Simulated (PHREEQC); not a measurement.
Acid rinse or clean (model solution)

Dissolve 0.0047 mol HCl, 0.21 mol CuSO4 and 0.0004 mol MgCl2 per kg of water at 17 °C. Closed to the air; pH follows from the charge balance.

Equilibrium calculation in PHREEQC: ion-association model, phreeqc.dat.

```
Quantity                      Value
--------------------  -------------
pH                             2.91
ionic strength        0.407 mol/kgw
specific conductance    12700 µS/cm
density                 1.032 g/cm³
total alkalinity       -4.70 meq/kg
```

| species | molality | activity | log γ |
|---|---|---|---|
| CuSO4 | 0.108 | 0.118 | 0.041 |
| Cu+2 | 0.102 | 0.0274 | -0.570 |
| SO4-2 | 0.0988 | 0.0224 | -0.645 |
| Cl- | 0.00524 | 0.00350 | -0.176 |
| HSO4- | 0.00310 | 0.00228 | -0.135 |
| H+ | 0.00160 | 0.00124 | -0.112 |
| CuCl+ | 0.000258 | 0.000172 | -0.175 |
| MgSO4 | 0.000216 | 0.000238 | 0.041 |

No solid was allowed to form. Complexes and solids missing from the database can't appear.
